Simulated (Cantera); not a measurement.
**Diamond growth**

A diamond (100) surface in a fixed gas of H2 with x(CH4) = 0.023, x(H) = 0.0092, x(CH3) = 0.00024, at 1250 K; coverages are run to steady state.

Detailed kinetics in Cantera: the Harris–Goodwin 1993 mechanism for the reconstructed diamond (100) surface.

| P (Pa) | growth (µm/h) | θ c6HH | θ c6H* | θ c6*H | θ c6** | θ c6HM |
|---|---|---|---|---|---|---|
| 530 | 0.171 | 0.409 | 0.0438 | 0.510 | 0.0371 | 0.000165 |
| 880 | 0.332 | 0.409 | 0.0438 | 0.510 | 0.0371 | 0.000271 |
| 1500 | 0.695 | 0.408 | 0.0438 | 0.510 | 0.0370 | 0.000448 |
| 2400 | 1.38 | 0.408 | 0.0438 | 0.509 | 0.0370 | 0.000685 |
| 4000 | 3.02 | 0.408 | 0.0438 | 0.509 | 0.0370 | 0.00106 |
| 6700 | 6.69 | 0.408 | 0.0438 | 0.508 | 0.0370 | 0.00157 |
| 11000 | 14.2 | 0.407 | 0.0438 | 0.508 | 0.0370 | 0.00219 |
| 19000 | 31.4 | 0.407 | 0.0439 | 0.507 | 0.0370 | 0.00295 |
θ: site fractions in the mechanism's names (c6HH fully hydrogenated, c6H* and c6*H radical sites, c6** diradical, c6HM methylated).
